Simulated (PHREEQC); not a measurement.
A solution holds 1.3 mmol/kgw NH3, 0.0034 mmol/kgw H4SiO4 and 45 mmol/kgw KH2PO4, at 25 °C. Closed to the air; pH follows from the charge balance.

Computed with PHREEQC (ion-association model, wateq4f.dat).

This is a speciation only: nothing precipitates in the calculation.

Q: What pH, ionic strength does the model give?

A: pH 5.42; ionic strength 0.0475 mol/kgw.

Q: In which forms is P present?

A: H2PO4- 97 %, HPO4-2 2.8 % of the P.

H3PO4, which wateq4f.dat lacks, is added to it with the constant of phreeqc.dat.
